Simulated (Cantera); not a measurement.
An isothermal, constant-pressure homogeneous reactor starts with H₂ : O₂ : N₂ : H₂O = 0.015 : 1 : 2.9 : 0.0061 (molar parts), at 1323 K and 0.00180 bar.

Model: the H2/O2 subset of GRI-Mech 3.0, which has no nitrogen chemistry, integrated in Cantera. Radical loss at walls, strong at low pressure, is not modelled.

One state of this run: x H₂ = 3.04e-5; x O₂ = 0.252; x OH = 0.000489; x HO₂ = 3.19e-8; x O = 0.00313. x: mole fraction; the columns are a selection and need not sum to one.

Question: Which value of t (s) does it belong to?
A. 0.0232
B. 1.18
C. 6.42e-5
D. 0.000457

Answer: B, 1.18
